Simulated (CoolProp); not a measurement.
Propylene along the isotherm 428.6 K: density (kg/m³) from the reference equation and from simpler models built on Tc = 364.2 K, pc = 4.555 MPa, ω = 0.146; each cubic takes its own stable root.

The numbers come from the reference Helmholtz-energy equation of state, Lemmon 2013 in CoolProp.

| p (MPa) | phase | reference | ideal gas | Redlich-Kwong | Soave-Redlich-Kwong | Peng-Robinson |
|---|---|---|---|---|---|---|
| 0.144 | gas | 1.711 | 1.700 | 1.712 | 1.711 | 1.713 |
| 0.273 | gas | 3.264 | 3.224 | 3.265 | 3.263 | 3.269 |
| 0.518 | gas | 6.264 | 6.117 | 6.269 | 6.260 | 6.283 |
| 0.981 | gas | 12.13 | 11.58 | 12.15 | 12.11 | 12.20 |
| 1.86 | gas | 24.04 | 21.96 | 24.12 | 23.97 | 24.30 |
| 3.53 | gas | 50.17 | 41.68 | 50.58 | 49.82 | 51.17 |
| 6.69 | supercritical | 119.6 | 79.00 | 122.0 | 116.0 | 121.9 |
| 12.7 | supercritical | 290.3 | 150.0 | 274.5 | 258.9 | 279.2 |
| 24 | supercritical | 395.0 | 283.4 | 377.2 | 367.3 | 403.0 |
| 45.5 | supercritical | 465.1 | 537.3 | 456.3 | 450.3 | 496.9 |
